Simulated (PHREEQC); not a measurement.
**City or well water**

A made-up water analysis in mg/L, 52 °C, pH 6.32, pe 11.5:

```tsv
constituent	mg/L
Na	10.7
K	1.27
Ca	13.9
Mg	5.69
Cl	24.8
S(6) as SO4	4.6
Alkalinity as HCO3	54.9
Pb	0.0382
Cd	0.0363
Cu(2)	0.0459
Si as SiO2	2.81
Li	0.0129
Ba	0.0494
```

Valence states are taken as typed.

All values are PHREEQC results (ion-association model, wateq4f.dat), not measurements.

Each row changes one thing in this solution. This is a speciation only: nothing precipitates in the calculation.

| case | HCO3- (mol/kgw) | CO2 (mol/kgw) | SO4-2 (mol/kgw) | CaHCO3+ (mol/kgw) | MgSO4 (mol/kgw) | CaSO4 (mol/kgw) | SI of Quartz (SiO2) |
|---|---|---|---|---|---|---|---|
| as made | 0.000892 | 0.000780 | 4.26e-5 | 3.98e-6 | 2.80e-6 | 2.36e-6 | -0.71 |
| pH from 6.32 to 7.32 at the same alkalinity | 0.000884 | 7.73e-5 | 4.26e-5 | 3.93e-6 | 2.80e-6 | 2.35e-6 | -0.72 |
| pH from 6.32 to 5.5 at the same alkalinity | 0.000896 | 0.00518 | 4.26e-5 | 4.00e-6 | 2.80e-6 | 2.35e-6 | -0.71 |
| all concentrations times 3 at the same typed pH | 0.00265 | 0.00224 | 0.000113 | 3.01e-5 | 1.65e-5 | 1.38e-5 | -0.24 |
| Si from 2.81 to 1.41 mg/L | 0.000892 | 0.000780 | 4.26e-5 | 3.98e-6 | 2.80e-6 | 2.36e-6 | -1.01 |

Some of these states are supersaturated (in Malachite, Tenorite (slow to form), for instance). Constants without temperature data keep their 25 °C values here. The database's constant for dissolved Cu(OH)2 is higher than later reviews accept.
